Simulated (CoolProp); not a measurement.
Saturation properties of sulfur hexafluoride.

Computed with CoolProp (reference Helmholtz-energy equation of state, Guder 2009).

```json
[
 {"T (K)": "234.5", "p (kPa)": "358.9", "enthalpy of vaporisation (kJ/kg)": "105.9", "liquid cp (kJ/(kg K))": "0.8718", "surface tension (mN/m)": "9.88", "liquid viscosity (µPa s)": "349", "vapour viscosity (µPa s)": "12.5"},
 {"T (K)": "237.2", "p (kPa)": "397.2", "enthalpy of vaporisation (kJ/kg)": "104.6", "liquid cp (kJ/(kg K))": "0.8807", "surface tension (mN/m)": "9.48", "liquid viscosity (µPa s)": "335", "vapour viscosity (µPa s)": "12.7"},
 {"T (K)": "240", "p (kPa)": "440.1", "enthalpy of vaporisation (kJ/kg)": "103.3", "liquid cp (kJ/(kg K))": "0.8902", "surface tension (mN/m)": "9.07", "liquid viscosity (µPa s)": "320", "vapour viscosity (µPa s)": "12.8"},
 {"T (K)": "242.7", "p (kPa)": "484.6", "enthalpy of vaporisation (kJ/kg)": "102.0", "liquid cp (kJ/(kg K))": "0.8996", "surface tension (mN/m)": "8.67", "liquid viscosity (µPa s)": "307", "vapour viscosity (µPa s)": "13.0"},
 {"T (K)": "245.5", "p (kPa)": "534.3", "enthalpy of vaporisation (kJ/kg)": "100.6", "liquid cp (kJ/(kg K))": "0.9096", "surface tension (mN/m)": "8.27", "liquid viscosity (µPa s)": "293", "vapour viscosity (µPa s)": "13.1"},
 {"T (K)": "248.2", "p (kPa)": "585.7", "enthalpy of vaporisation (kJ/kg)": "99.17", "liquid cp (kJ/(kg K))": "0.9195", "surface tension (mN/m)": "7.88", "liquid viscosity (µPa s)": "281", "vapour viscosity (µPa s)": "13.3"},
 {"T (K)": "251", "p (kPa)": "642.8", "enthalpy of vaporisation (kJ/kg)": "97.68", "liquid cp (kJ/(kg K))": "0.9303", "surface tension (mN/m)": "7.48", "liquid viscosity (µPa s)": "268", "vapour viscosity (µPa s)": "13.5"},
 {"T (K)": "253.7", "p (kPa)": "701.7", "enthalpy of vaporisation (kJ/kg)": "96.21", "liquid cp (kJ/(kg K))": "0.9410", "surface tension (mN/m)": "7.11", "liquid viscosity (µPa s)": "257", "vapour viscosity (µPa s)": "13.6"},
 {"T (K)": "256.4", "p (kPa)": "764.5", "enthalpy of vaporisation (kJ/kg)": "94.69", "liquid cp (kJ/(kg K))": "0.9523", "surface tension (mN/m)": "6.73", "liquid viscosity (µPa s)": "245", "vapour viscosity (µPa s)": "13.8"},
 {"T (K)": "259.2", "p (kPa)": "834.0", "enthalpy of vaporisation (kJ/kg)": "93.06", "liquid cp (kJ/(kg K))": "0.9645", "surface tension (mN/m)": "6.35", "liquid viscosity (µPa s)": "234", "vapour viscosity (µPa s)": "14.0"},
 {"T (K)": "261.9", "p (kPa)": "905.3", "enthalpy of vaporisation (kJ/kg)": "91.44", "liquid cp (kJ/(kg K))": "0.9770", "surface tension (mN/m)": "5.98", "liquid viscosity (µPa s)": "224", "vapour viscosity (µPa s)": "14.1"}
]
```

Viscosity comes from a separate model (Quiñones-Cisneros 2012). Surface tension comes from a separate correlation (Mulero 2012).
